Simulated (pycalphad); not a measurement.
Source of the numbers: pycalphad with the COST 507 light-alloy database (1999); pressure 1 atm. These are 1990s assessments: newer ones move some temperatures and phases. Kinetics are ignored, which matters at the lower temperatures.

Task: How does the equilibrium phase assembly of Fe-0.2824Si (wt.%) change on cooling from 1977 °C to 227 °C?

Result: 
| T (°C) | phases above | phases below |
|---|---|---|
| 1533.4 | liquid | bcc + liquid |
| 1530.6 | bcc + liquid | bcc |
| 1379.6 | bcc | bcc + fcc |
| 1378.2 | bcc + fcc | fcc |
| 934.2 | fcc | bcc + fcc |
| 928.9 | bcc + fcc | bcc |
Changes were sought between steps of 50 K, so a narrower field can be missed.
